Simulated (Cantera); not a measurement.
Input (Python, Cantera) and output of one run.

```python
import numpy as np
import cantera as ct

gas_names = [...]  # 115 gases of nasa_gas.yaml made of C, Ca, H, O
cond_names = """
    C(gr) C6H6(L) C7H8(L) C8H18(L),n-octa Ca(a) Ca(b) Ca(L) CaCO3(caL) CaO(s) CaO(L) CaO2H2(s) H2O(s)
    H2O(L)
""".split()


# ... load() reads the species with a 1 bar reference pressure and builds the phases ...
atoms = {
    'CaCO3': {'Ca': 1, 'C': 1, 'O': 3},
    'H2': {'H': 2},
    'C': {'C': 1},
}
top_T = {'C(gr)': 4500}  # K; cautious upper limits of use, not melting points


# ... equilibrate(T, P, feed) seeds the gas with the atoms and calls Mixture.equilibrate('TP', solver="vcs", rtol=1e-11, max_steps=5000) ...
results = []
feed = {'CaCO3': 1, 'H2': 0.13, 'C': 0.17}  # mol
T = 998.15  # K
P = 2700  # Pa
mix = equilibrate(T, P, feed)
results.append((T, P, feed, dict(zip(mix.species_names, mix.species_moles))))
print(gas.report(threshold=0.001))
for i in range(1, mix.n_phases):
    print(f"{mix.phase(i).name:16s} {mix.phase_moles(i):12.5e} mol")
```

Output:

```
       temperature   998.15 K
          pressure   2700 Pa
           density   0.01159 kg/m^3
  mean mol. weight   35.625 kg/kmol
   phase of matter   gas

                          1 kg             1 kmol
                     ---------------   ---------------
          enthalpy       -6.9957e+06       -2.4922e+08  J
   internal energy       -7.2286e+06       -2.5752e+08  J
           entropy            8133.2        2.8975e+05  J/K
    Gibbs function       -1.5114e+07       -5.3844e+08  J
 heat capacity c_p            1285.4             45793  J/K
 heat capacity c_v              1052             37479  J/K

                      mass frac. Y      mole frac. X     chem. pot. / RT
                     ---------------   ---------------   ---------------
                CO            0.2496           0.31746           -43.673
               CO2           0.71963           0.58254           -79.932
                H2         0.0024945          0.044081           -24.235
               H2O          0.028277          0.055919           -60.493
     [ +111 minor]        7.3119e-09        1.7599e-08

C(gr)             0.00000e+00 mol
Ca(b)             0.00000e+00 mol
CaCO3(caL)        0.00000e+00 mol
CaO(s)            1.00000e+00 mol
CaO2H2(s)         0.00000e+00 mol
```

These are equilibrium values from Cantera (NASA tables, ideal gas, pure condensed phases), not measurements of a reactor.
